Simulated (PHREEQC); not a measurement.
A solution holds 0.0012 mol/kgw Cu(BF4)2, 0.02 mol/kgw HCl and 0.00025 mol/kgw FeCl3, at 71 °C. Closed to the air; pH follows from the charge balance.

Computed with PHREEQC (ion-association model, phreeqc.dat).

No solid was allowed to form.

Problem. Predict the pH, ionic strength.

Solution. pH 1.79; ionic strength 0.0221 mol/kgw.

Problem. In which forms is Cu present?

Solution. Cu+2 82 %, CuCl+ 18 % of the Cu.

Examples of supersaturated solids here: Hematite (slow to form), Goethite (slow to form). Others may be too. At this temperature some constants are extrapolated from 25 °C, and those without enthalpy data are left unchanged. Real BF4- forms and hydrolyses slowly; the run takes it at equilibrium. Fluoro complexes past AlF4- and FeF3 are missing from the database.
